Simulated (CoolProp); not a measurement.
Vapour-liquid equilibrium of trans-2-butene (1) + acetone (2) at 293.5 K; x and y are mole fractions of (1).

Computed with CoolProp (multi-fluid Helmholtz-energy mixture model, Lemmon 2005 and Lemmon 2006; pair parameters Bell 2016).

Q: Give the bubble pressure and the first vapour's composition at x = 0.35, 0.65, 0.8. Is there an azeotrope?

A: x = 0.35: 1.447 bar, y = 0.863; x = 0.65: 1.732 bar, y = 0.906; x = 0.8: 1.840 bar, y = 0.929. No azeotrope shows between x = 0.05 and 0.95.

The pair parameters rest on a limited set of measurements; away from them the model extrapolates. With so large a gap from Raoult's law the liquid may split in two, which this calculation doesn't test in full.
